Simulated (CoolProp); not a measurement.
Vapour-liquid equilibrium of n-octane (1) + ethylbenzene (2) at 0.036 MPa; x and y are mole fractions of (1).

Model: multi-fluid Helmholtz-energy mixture model, Beckmüller 2019 and Zhou 2012; pair parameters Bell 2016, in CoolProp.

| x | bubble temperature (°C) | y at the bubble point | dew temperature at overall composition x (°C) | liquid density (mol/L) |
|---|---|---|---|---|
| 0.05 | (withheld) | 0.083 | (withheld) | 7.360 |
| 0.125 | 98.9 | 0.191 | 99.8 | 7.190 |
| 0.2 | 97.7 | 0.284 | 98.8 | 7.027 |
| 0.275 | 96.7 | 0.367 | 97.9 | (withheld) |
| 0.35 | 95.9 | 0.442 | 96.9 | 6.717 |
| 0.425 | 95.1 | 0.511 | 96.0 | (withheld) |
| 0.5 | 94.5 | 0.576 | 95.2 | 6.431 |
| 0.575 | (withheld) | 0.639 | 94.5 | (withheld) |
| 0.65 | 93.4 | 0.700 | 93.8 | 6.166 |
| 0.725 | 93.0 | 0.761 | 93.2 | 6.040 |
| 0.8 | 92.7 | (withheld) | 92.8 | 5.920 |
| 0.875 | 92.4 | 0.887 | 92.5 | 5.804 |
| 0.95 | 92.2 | 0.954 | 92.2 | 5.692 |

Task: Fill in the missing entries.

Result: 
- 0.05, bubble temperature (°C): 100.4
- 0.05, dew temperature at overall composition x (°C): 100.8
- 0.275, liquid density (mol/L): 6.869
- 0.425, liquid density (mol/L): 6.571
- 0.575, bubble temperature (°C): 93.9
- 0.575, liquid density (mol/L): 6.296
- 0.8, y at the bubble point: 0.823

No azeotrope shows between x = 0.05 and 0.95.

The pair parameters rest on a limited set of measurements; away from them the model extrapolates.
